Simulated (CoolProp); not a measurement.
Saturated liquid density (kg/m³) of acetone: the reference equation beside estimates from Tc = 235.0 °C, pc = 4.692 MPa, ω = 0.307.

The numbers come from the reference Helmholtz-energy equation of state, Lemmon 2006 in CoolProp. It is a short technical equation, of lower accuracy than the large ones.

```tsv
T (°C)	reference	Redlich-Kwong	Peng-Robinson
93.05	703.0	521.8	___
99.65	694.3	513.9	613.5
106.15	685.5	505.9	605.0
112.65	___	497.7	596.1
119.15	667.2	489.3	586.9
125.65	657.7	480.5	___
132.15	647.9	471.5	567.0
138.75	637.6	462.0	556.2
145.25	627.1	___	545.0
151.75	616.3	___	533.3
158.25	604.9	431.7	520.8
164.75	593.1	420.7	507.7
171.25	580.7	409.2	493.8
```

Question: Some entries are withheld; supply them.

Answer: 
- 93.05, Peng-Robinson: 621.9
- 112.65, reference: 676.5
- 125.65, Peng-Robinson: 577.2
- 145.25, Redlich-Kwong: 452.3
- 151.75, Redlich-Kwong: 442.2

Absolute difference from the reference over all 13 rows, mean and median: Redlich-Kwong 27.4 and 27.2 %, Peng-Robinson 12.8 and 12.5 %.
